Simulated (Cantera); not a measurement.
An adiabatic, constant-volume homogeneous reactor starts with CH₄ : O₂ : N₂ : CO₂ = 1 : 5.71 : 21.5 : 5 (molar parts), at 1575 K and 4.93 atm.

Cantera simulation using GRI-Mech 3.0 (53 species, 325 reactions); the numbers are that mechanism's predictions, not measurements.

Q: Predict: time of steepest temperature rise; temperature at 0.200 s; equilibrium temperature; x(O₂) at 0.200 s; x(CO₂) at 0.200 s; x(N₂O) at 0.200 s; x(NO) at 0.200 s.

A: time of steepest temperature rise: 0.147 ms
temperature at 0.200 s: 2255 K
equilibrium temperature: 2255 K
x(O₂) at 0.200 s: 0.107 (gas-phase equilibrium 0.107)
x(CO₂) at 0.200 s: 0.179 (gas-phase equilibrium 0.179)
x(N₂O) at 0.200 s: 1.24e-6 (gas-phase equilibrium 1.24e-6)
x(NO) at 0.200 s: 0.00914 (gas-phase equilibrium 0.00922)
